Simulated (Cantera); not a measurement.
**Counterflow diffusion flame**

A counterflow diffusion flame at 1.01 bar, nozzles 20 mm apart: fuel side 43.5 % H₂, 56.5 % N₂ at 400 K, oxidiser side 23.0 % O₂, 77.0 % N₂ at 300 K, fuel mass flux 0.61 times the oxidiser's; mixture-averaged transport, no radiation.

Model: the H2/O2 subset of GRI-Mech 3.0, which has no nitrogen chemistry, integrated in Cantera. The maximum strain rate includes the flame's own expansion and is several times the mean.

```json
[
 {"oxidiser flux (kg/m²/s)": "0.61", "max strain (1/s)": "276", "mean strain (1/s)": "62.5", "T max (K)": "2058", "peak x OH": "0.0104", "peak x H": "0.00855", "peak x H₂O": "0.250", "peak x HO₂": "3.44e-5"},
 {"oxidiser flux (kg/m²/s)": "0.8", "max strain (1/s)": "353", "mean strain (1/s)": "82.0", "T max (K)": "2031", "peak x OH": "0.0106", "peak x H": "0.00949", "peak x H₂O": "0.248", "peak x HO₂": "4.29e-5"},
 {"oxidiser flux (kg/m²/s)": "1", "max strain (1/s)": "432", "mean strain (1/s)": "102", "T max (K)": "2006", "peak x OH": "0.0106", "peak x H": "0.0103", "peak x H₂O": "0.246", "peak x HO₂": "5.08e-5"},
 {"oxidiser flux (kg/m²/s)": "1.4", "max strain (1/s)": "588", "mean strain (1/s)": "143", "T max (K)": "1966", "peak x OH": "0.0106", "peak x H": "0.0116", "peak x H₂O": "0.243", "peak x HO₂": "6.40e-5"},
 {"oxidiser flux (kg/m²/s)": "1.8", "max strain (1/s)": "742", "mean strain (1/s)": "184", "T max (K)": "1936", "peak x OH": "0.0106", "peak x H": "0.0126", "peak x H₂O": "0.241", "peak x HO₂": "7.50e-5"},
 {"oxidiser flux (kg/m²/s)": "2.4", "max strain (1/s)": "974", "mean strain (1/s)": "246", "T max (K)": "1906", "peak x OH": "0.0107", "peak x H": "0.0140", "peak x H₂O": "0.239", "peak x HO₂": "8.96e-5"},
 {"oxidiser flux (kg/m²/s)": "3.1", "max strain (1/s)": "1240", "mean strain (1/s)": "318", "T max (K)": "1875", "peak x OH": "0.0107", "peak x H": "0.0153", "peak x H₂O": "0.237", "peak x HO₂": "0.000104"},
 {"oxidiser flux (kg/m²/s)": "4.1", "max strain (1/s)": "1610", "mean strain (1/s)": "420", "T max (K)": "1837", "peak x OH": "0.0105", "peak x H": "0.0166", "peak x H₂O": "0.235", "peak x HO₂": "0.000121"},
 {"oxidiser flux (kg/m²/s)": "5.4", "max strain (1/s)": "2080", "mean strain (1/s)": "553", "T max (K)": "1799", "peak x OH": "0.0103", "peak x H": "0.0180", "peak x H₂O": "0.232", "peak x HO₂": "0.000138"},
 {"oxidiser flux (kg/m²/s)": "7.1", "max strain (1/s)": "2700", "mean strain (1/s)": "727", "T max (K)": "1759", "peak x OH": "0.00997", "peak x H": "0.0194", "peak x H₂O": "0.228", "peak x HO₂": "0.000158"}
]
```
x: mole fraction; the columns are a selection and need not sum to one.
